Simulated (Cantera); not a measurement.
What does this Cantera script print?

```python
import numpy as np
import cantera as ct

gas = ct.Solution("h2o2.yaml")
gas.TP = 300, 170000
flame = ct.CounterflowDiffusionFlame(gas, width=0.02)
flame.fuel_inlet.X, flame.fuel_inlet.T = {'H2': 1}, 550
flame.oxidizer_inlet.X, flame.oxidizer_inlet.T = {'O2': 0.27, 'N2': 0.73}, 300
flame.set_refine_criteria(ratio=3, slope=0.12, curve=0.24, prune=0.03)
show = ['OH', 'H', 'H2O', 'HO2']

rows = []
print(f"{'mdot':>8s}{'a_max':>10s}{'a_mean':>10s}{'Tmax/K':>9s}" + "".join(f"{s:>11s}" for s in show) + "   (peak mole fractions)")
for i, mdot in enumerate([1, 1.3, 1.7, 2.1, 2.8, 3.5, 4.5, 5.8, 7.4]):  # kg/m2/s on the oxidiser side
    flame.oxidizer_inlet.mdot, flame.fuel_inlet.mdot = mdot, 0.22 * mdot
    flame.solve(loglevel=0, auto=(i == 0))
    if flame.T.max() < max(550, 300) + 100:
        print(f"{mdot:8.3g}  no burning solution found from the previous one")
        break
    dT = np.abs(np.gradient(flame.T, flame.grid))
    rows.append([flame.strain_rate("max"), flame.strain_rate("mean"), flame.T.max(),
                 *(flame.X[gas.species_index(s)].max() for s in show), max(dT[0], dT[-1]) / dT.max()])
    print(f"{mdot:8.3g}{rows[-1][0]:10.1f}{rows[-1][1]:10.1f}{rows[-1][2]:9.1f}" + "".join(f"{x:11.3e}" for x in rows[-1][3:-1]))
```

It prints:

```
    mdot     a_max    a_mean   Tmax/K         OH          H        H2O        HO2   (peak mole fractions)
       1     758.5     172.0   2755.8  2.944e-02  1.772e-02  3.323e-01  3.469e-05
     1.3     976.5     223.6   2747.7  2.966e-02  1.827e-02  3.306e-01  4.430e-05
     1.7    1246.1     292.4   2736.8  2.995e-02  1.891e-02  3.294e-01  5.484e-05
     2.1    1510.4     361.2   2726.4  3.021e-02  1.962e-02  3.282e-01  6.445e-05
     2.8    1987.9     481.6   2701.8  3.032e-02  2.054e-02  3.268e-01  7.933e-05
     3.5    2471.2     602.0   2673.1  3.020e-02  2.125e-02  3.257e-01  9.247e-05
     4.5    3129.1     774.0   2645.3  3.037e-02  2.270e-02  3.237e-01  1.100e-04
     5.8    4040.1     997.6   2612.8  3.056e-02  2.440e-02  3.215e-01  1.296e-04
     7.4    5138.6    1272.8   2575.8  3.062e-02  2.622e-02  3.190e-01  1.502e-04
```

Cantera simulation using the H2/O2 subset of GRI-Mech 3.0, which has no nitrogen chemistry; the numbers are that mechanism's predictions, not measurements. The maximum strain rate includes the flame's own expansion and is several times the mean.
